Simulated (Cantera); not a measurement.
Pyrogenic steam for wet oxidation

An isothermal, constant-pressure homogeneous reactor starts with 48.2 % H₂, 32.2 % O₂, 19.6 % N₂, at 1125 K and 0.890 bar.

Cantera simulation using the H2/O2 subset of GRI-Mech 3.0, which has no nitrogen chemistry; the numbers are that mechanism's predictions, not measurements. The temperature is held fixed by assumption; the heat of reaction is taken as removed at once.

| t (s) | x H₂ | x O₂ | x O | x OH | x HO₂ |
|---|---|---|---|---|---|
| 3.00e-5 | 0.480 | 0.321 | 0.000131 | 7.49e-5 | 0.000135 |
| 7.44e-5 | 0.0534 | 0.129 | 0.000683 | 0.00107 | 0.000339 |
| 0.000184 | 0.0352 | 0.121 | 1.78e-5 | 2.94e-5 | 0.000250 |
| 0.000457 | 0.0330 | 0.120 | 7.40e-6 | 1.30e-5 | 0.000195 |
| 0.00113 | 0.0283 | 0.118 | 7.18e-6 | 1.35e-5 | 0.000186 |
| 0.00281 | 0.0198 | 0.115 | 5.48e-6 | 1.18e-5 | 0.000156 |
| 0.00696 | 0.00977 | 0.110 | 2.98e-6 | 8.98e-6 | 0.000106 |
| 0.0172 | 0.00307 | 0.107 | 8.53e-7 | 5.33e-6 | 4.95e-5 |
| 0.0427 | 0.000729 | 0.106 | 1.25e-7 | 2.44e-6 | 1.62e-5 |
| 0.106 | 0.000146 | 0.106 | 1.51e-8 | 1.19e-6 | 4.27e-6 |
| 0.263 | 1.59e-5 | 0.106 | 1.49e-9 | 8.08e-7 | 6.24e-7 |
| 0.651 | 8.02e-8 | 0.106 | 5.14e-10 | 1.24e-6 | 1.51e-8 |
| 1.61 | 5.11e-9 | 0.106 | 1.52e-9 | 2.16e-6 | 8.17e-9 |
| 4.00 | 5.02e-9 | 0.106 | 1.60e-9 | 2.22e-6 | 8.08e-9 |
x: mole fraction; the columns are a selection and need not sum to one.

Equilibrium at this temperature and pressure: H₂ 5.02e-9, O₂ 0.106, O 1.60e-9, OH 2.22e-6, HO₂ 8.08e-9 (gas phase only).
